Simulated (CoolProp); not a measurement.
100 sccm (0 °C, 1 atm) of nitrogen bubbles through liquid tetrahydrofuran at 282.3 K and leaves saturated at a total pressure of 0.15 MPa (ideal gas phase). Each further row changes one setting.

Values from CoolProp's reference Helmholtz-energy equation of state, Fiedler 2023.

```json
[
 {"case": "as stated", "vapour pressure (kPa)": "10.3", "mole fraction of vapour": "0.0686", "delivery (mg/min)": "23.7", "delivery (sccm)": "7.37", "change of delivery for a bath 1 K warmer (%)": "5.5"},
 {"case": "bath temperature 287.3 K", "vapour pressure (kPa)": "13.2", "mole fraction of vapour": "[?]", "delivery (mg/min)": "[?]", "delivery (sccm)": "9.61", "change of delivery for a bath 1 K warmer (%)": "5.4"},
 {"case": "total pressure 0.3 MPa", "vapour pressure (kPa)": "10.3", "mole fraction of vapour": "0.0343", "delivery (mg/min)": "11.4", "delivery (sccm)": "3.55", "change of delivery for a bath 1 K warmer (%)": "[?]"}
]
```

### Question
Some entries are withheld; supply them.

### Answer

- bath temperature 287.3 K, mole fraction of vapour: 0.0877
- bath temperature 287.3 K, delivery (mg/min): 30.9
- total pressure 0.3 MPa, change of delivery for a bath 1 K warmer (%): 5.3
